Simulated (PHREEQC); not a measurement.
Make-up at 25 °C: 0.29 mol/kgw HF and 0.00039 mol/kgw (CH3)4NF. Closed to the air; pH follows from the charge balance.

Model: ion-association model, phreeqc.dat, run in PHREEQC.

```tsv
quantity	before	after
ionic strength (mol/kgw)	0.0214	0.0127
F- (mol/kgw)	0.0107	0.00851
HF2- (mol/kgw)	0.0107	0.00419
```

### Question
Name the change that produced these shifts.
A. diluted 2-fold with water
B. (CH3)4NF from 0.00039 to 0.000351 mol/kgw
C. HF from 0.29 to 0.435 mol/kgw
D. diluted 5-fold with water
E. (CH3)4NF from 0.00039 to 0.000585 mol/kgw

### Answer
A, diluted 2-fold with water

This is a speciation only: nothing precipitates in the calculation. (CH3)4N+ isn't in the database: it is added as a free cation with an ion size of 4 Å.
